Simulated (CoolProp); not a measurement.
Properties of the fluoroketone C6F12O (FK-5-1-12) along the isotherm 500 K.

The numbers come from the reference Helmholtz-energy equation of state, McLinden 2015 in CoolProp.

```json
[
 {"p (MPa)": "0.0668", "phase": "gas", "density (kg/m³)": "5.119", "cv (kJ/(kg K))": "1.039", "isothermal compressibility (1/MPa)": "15.09", "expansivity (1/kK)": "2.061"},
 {"p (MPa)": "0.134", "phase": "gas", "density (kg/m³)": "10.35", "cv (kJ/(kg K))": "1.039", "isothermal compressibility (1/MPa)": "7.583", "expansivity (1/kK)": "2.125"},
 {"p (MPa)": "0.2", "phase": "gas", "density (kg/m³)": "15.57", "cv (kJ/(kg K))": "1.040", "isothermal compressibility (1/MPa)": "5.122", "expansivity (1/kK)": "2.190"},
 {"p (MPa)": "0.267", "phase": "gas", "density (kg/m³)": "20.96", "cv (kJ/(kg K))": "1.041", "isothermal compressibility (1/MPa)": "3.869", "expansivity (1/kK)": "2.259"},
 {"p (MPa)": "0.334", "phase": "gas", "density (kg/m³)": "26.44", "cv (kJ/(kg K))": "1.042", "isothermal compressibility (1/MPa)": "3.119", "expansivity (1/kK)": "2.330"},
 {"p (MPa)": "0.401", "phase": "gas", "density (kg/m³)": "32.01", "cv (kJ/(kg K))": "1.042", "isothermal compressibility (1/MPa)": "2.620", "expansivity (1/kK)": "2.405"},
 {"p (MPa)": "0.467", "phase": "gas", "density (kg/m³)": "37.60", "cv (kJ/(kg K))": "1.043", "isothermal compressibility (1/MPa)": "2.270", "expansivity (1/kK)": "2.481"},
 {"p (MPa)": "0.534", "phase": "gas", "density (kg/m³)": "43.36", "cv (kJ/(kg K))": "1.044", "isothermal compressibility (1/MPa)": "2.003", "expansivity (1/kK)": "2.562"},
 {"p (MPa)": "0.601", "phase": "gas", "density (kg/m³)": "49.24", "cv (kJ/(kg K))": "1.045", "isothermal compressibility (1/MPa)": "1.796", "expansivity (1/kK)": "[?]"},
 {"p (MPa)": "0.668", "phase": "gas", "density (kg/m³)": "55.21", "cv (kJ/(kg K))": "1.045", "isothermal compressibility (1/MPa)": "[?]", "expansivity (1/kK)": "2.736"},
 {"p (MPa)": "0.734", "phase": "gas", "density (kg/m³)": "61.21", "cv (kJ/(kg K))": "1.046", "isothermal compressibility (1/MPa)": "1.499", "expansivity (1/kK)": "2.827"},
 {"p (MPa)": "0.801", "phase": "gas", "density (kg/m³)": "67.42", "cv (kJ/(kg K))": "1.047", "isothermal compressibility (1/MPa)": "1.387", "expansivity (1/kK)": "2.924"},
 {"p (MPa)": "0.868", "phase": "gas", "density (kg/m³)": "73.74", "cv (kJ/(kg K))": "1.048", "isothermal compressibility (1/MPa)": "1.293", "expansivity (1/kK)": "3.025"},
 {"p (MPa)": "0.935", "phase": "gas", "density (kg/m³)": "80.19", "cv (kJ/(kg K))": "[?]", "isothermal compressibility (1/MPa)": "1.213", "expansivity (1/kK)": "3.131"}
]
```

Problem. Some entries are withheld; supply them.

Solution. 
- 0.601, expansivity (1/kK): 2.647
- 0.668, isothermal compressibility (1/MPa): 1.631
- 0.935, cv (kJ/(kg K)): 1.049
